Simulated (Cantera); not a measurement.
Charge: 1 mol Si, 3.3 mol CO2, 62 mol H2, at 6800 Pa.

Method: chemical equilibrium by Gibbs-energy minimisation in Cantera with the NASA 1993 tables (ideal gas, pure condensed phases). Candidate condensed phases: C, C6H6, C7H8, C8H18, H2O, Si, SiC, SiO2; 123 gas species. Rates play no part.

**Question.** At 1750 °C, list the 5 most abundant gas species with their mole fractions, and the condensed phases.

**Answer.** H2 0.894, CO 0.0492, H2O 0.0341, SiO 0.0150, H 0.00689. Condensed: gas only.
